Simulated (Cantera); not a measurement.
An isothermal, constant-pressure homogeneous reactor starts with NO : N2 = 1 : 2.5 (molar parts), at 1623 K and 1.00 atm. Integrator tolerance rtol = 1e-08.

Cantera simulation using GRI-Mech 3.0 (53 species, 325 reactions); the numbers are that mechanism's predictions, not measurements.

| quantity | before | after |
|---|---|---|
| x(NO) at 200 s | 0.0416 (gas-phase equilibrium 0.00184) | 0.00820 (gas-phase equilibrium 0.00274) |
| x(O) at 200 s | 6.65e-6 (gas-phase equilibrium 7.16e-6) | 2.16e-5 (gas-phase equilibrium 2.18e-5) |
| x(O2) at 200 s | 0.122 (gas-phase equilibrium 0.142) | 0.139 (gas-phase equilibrium 0.141) |
| x(N2O) at 200 s | 7.30e-7 (gas-phase equilibrium 1.14e-7) | 1.88e-7 (gas-phase equilibrium 1.67e-7) |
| x(N2) at 200 s | 0.836 (gas-phase equilibrium 0.856) | 0.853 (gas-phase equilibrium 0.856) |
| x(NO2) at 200 s | 0.000121 (gas-phase equilibrium 5.75e-6) | 1.98e-5 (gas-phase equilibrium 6.67e-6) |

What was changed between the two runs?
(A) temperature 1623 to 1473 K
(B) temperature 1623 to 2148 K
(C) temperature 1623 to 1725 K
(D) N2 2.5 to 7.7 parts

C, temperature 1623 to 1725 K
